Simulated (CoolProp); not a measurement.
Cyclopropane at 367.34 K and 13.7 MPa is throttled through a valve to 6.56 MPa with no heat exchange. Each further row changes one setting.

The numbers come from the reference Helmholtz-energy equation of state, Polt 1992 in CoolProp. This equation is an older, rougher fit; its heat capacities, sound speeds and derivatives of the liquid may be far off and weren't checked against measurements.

| case | temperature change (K) | final phase | final density (kg/m³) |
|---|---|---|---|
| as stated | -1.8 | liquid | 512 |
| outlet pressure 1.97 MPa | -26.7 | ___ | ___ |
| outlet pressure 8.53 MPa | ___ | liquid | ___ |

Question: Some entries are withheld; supply them.

Answer: 
- outlet pressure 1.97 MPa, final phase: two-phase, vapour fraction 0.202
- outlet pressure 1.97 MPa, final density (kg/m³): 151
- outlet pressure 8.53 MPa, temperature change (K): -1.1
- outlet pressure 8.53 MPa, final density (kg/m³): 521
